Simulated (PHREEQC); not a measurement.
Consider water at 17 °C with 87 mmol/kgw HF, 0.039 mmol/kgw NaF, 1.9 mmol/kgw (NH4)2SiF6 and 3.1 mmol/kgw HCl. Closed to the air; pH follows from the charge balance.

All values are PHREEQC results (ion-association model, phreeqc.dat), not measurements.

No solid was allowed to form.

Question: Order these F species by the share of F that they hold, largest first: F-, HF2-, HF, SiF6-2.

Answer: HF (78 %), SiF6-2 (12 %), F- (6.7 %), HF2- (3.7 %)

The pH is 1.99 and the ionic strength 0.0172 mol/kgw. Complexes and solids missing from the database can't appear. SiF6-2 is the database's only silicon fluoride.
